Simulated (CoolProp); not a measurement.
A single-stage vapour-compression cycle with the fluid: evaporating at 326.15 K (dew point), condensing at 394.15 K (bubble point), superheat 0 K, subcooling 0 K, compressor efficiency 0.85, no pressure losses. The same conditions are run with several fluids, on thermodynamics alone (safety and materials aside).

Computed with CoolProp (reference Helmholtz-energy equation of state of each fluid (hexamethyldisiloxane (MM): Thol 2016; the fluoroketone C6F12O (FK-5-1-12): McLinden 2015; n-perfluoropentane: Gao 2022; R1224YDZ: Akasaka 2023; cis-2-butene: Lemmon 2005; water: Wagner 2002)).

Rank hexamethyldisiloxane (MM), the fluoroketone C6F12O (FK-5-1-12), n-perfluoropentane, R1224YDZ, cis-2-butene, water by cooling COP, highest first.

water (3.18), cis-2-butene (2.48), R1224YDZ (2.09), hexamethyldisiloxane (MM) (2.00), the fluoroketone C6F12O (FK-5-1-12) (0.523), n-perfluoropentane (0.140)

| fluid | pressure ratio | discharge temperature (K) | refrigerating effect (kJ/kg) | volumetric capacity (kJ/m³) |
|---|---|---|---|---|
| hexamethyldisiloxane (MM) | 8.92 | 394.2 | 74.9 | 90.8 |
| the fluoroketone C6F12O (FK-5-1-12) | 6.27 | 394.1 | 6.70 | 97.5 |
| n-perfluoropentane | 5.41 | 394.1 | 1.72 | 45.4 |
| R1224YDZ | 4.93 | 394.2 | 59.2 | 1320 |
| cis-2-butene | 4.37 | 396.0 | 180 | 2030 |
| water | 14.3 | 662.2 | 2090 | 199 |

The compression ends wet for: hexamethyldisiloxane (MM); the fluoroketone C6F12O (FK-5-1-12); n-perfluoropentane; R1224YDZ.
